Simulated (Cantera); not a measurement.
**Stirred combustor or abatement burner**

A perfectly stirred reactor is fed with 7.04 % CH4, 1.48 % H2, 11.3 % O2, 63.3 % N2, 16.9 % CO2, equivalence ratio 1.3, at 1.40 bar; it is adiabatic with a 650 K inlet, and is followed from long to short residence time, starting on the burning branch (τ in s: 0.11, 0.032, 0.0098, 0.003, 0.0009, 0.00027, 8.2e-05, 2.5e-05, 7.5e-06).

Computed with Cantera and GRI-Mech 3.0 (53 species, 325 reactions).

| τ (s) | T (K) | x CH4 | x H2 | x O2 | x NO | x NO2 | x CH2CO | x C2H2 |
|---|---|---|---|---|---|---|---|---|
| 0.11 | 1659 | 0.000863 | 0.0127 | 0.00118 | 5.11e-6 | 5.18e-10 | 8.29e-6 | 0.000235 |
| 0.032 | 1644 | 0.00112 | 0.0130 | 0.00245 | 5.54e-6 | 1.02e-9 | 1.39e-5 | 0.000276 |
| 0.0098 | 1608 | 0.00198 | 0.0143 | 0.00575 | 3.14e-6 | 1.35e-9 | 2.84e-5 | 0.000347 |
| 0.0030 | 650 | 0.0704 | 0.0148 | 0.113 | <1e-12 | <1e-12 | <1e-12 | <1e-12 |
| 0.00090 | 650 | 0.0704 | 0.0148 | 0.113 | <1e-12 | <1e-12 | <1e-12 | <1e-12 |
| 0.00027 | 650 | 0.0704 | 0.0148 | 0.113 | <1e-12 | <1e-12 | <1e-12 | <1e-12 |
| 8.2e-5 | 650 | 0.0704 | 0.0148 | 0.113 | <1e-12 | <1e-12 | <1e-12 | <1e-12 |
| 2.5e-5 | 650 | 0.0704 | 0.0148 | 0.113 | <1e-12 | <1e-12 | <1e-12 | <1e-12 |
| 7.5e-6 | 650 | 0.0704 | 0.0148 | 0.113 | <1e-12 | <1e-12 | <1e-12 | <1e-12 |
x: mole fraction; the columns are a selection and need not sum to one.
